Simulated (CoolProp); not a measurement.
Model: reference Helmholtz-energy equation of state, Thol 2021, in CoolProp.

Problem. For chlorine, give the phase and the density (kg/m³), cp (kJ/(kg K)), fugacity coefficient at 222 K and 0.0632 MPa; 222 K and 0.153 MPa.

Solution. 
- 222 K and 0.0632 MPa: liquid; density 1610, cp 0.938, fugacity coefficient 0.694
- 222 K and 0.153 MPa: liquid; density 1610, cp 0.938, fugacity coefficient 0.287
